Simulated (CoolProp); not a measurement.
Properties of R404A at several states.

Values from CoolProp's reference Helmholtz-energy equation of state, Lemmon 2003. It is a pseudo-pure fit of the blend.

| T (K) | p (MPa) | phase | density (kg/m³) | Joule-Thomson coefficient (K/MPa) | viscosity (µPa s) |
|---|---|---|---|---|---|
| 264.8 | 1.37 | liquid | 1186 | -0.1214 | 201 |
| 469.5 | 3.11 | gas | 86.09 | 4.477 | 20.2 |
| 251.7 | 0.0797 | gas | 3.812 | 32.35 | 10.4 |
| 481.4 | 0.154 | gas | 3.772 | 4.148 | 19.4 |
| 445.6 | 7.5 | supercritical | 272.9 | 4.620 | 26.9 |
| 208.9 | 0.098 | liquid | 1361 | -0.3269 | 413 |

Viscosity comes from a separate model (Geller 2000).
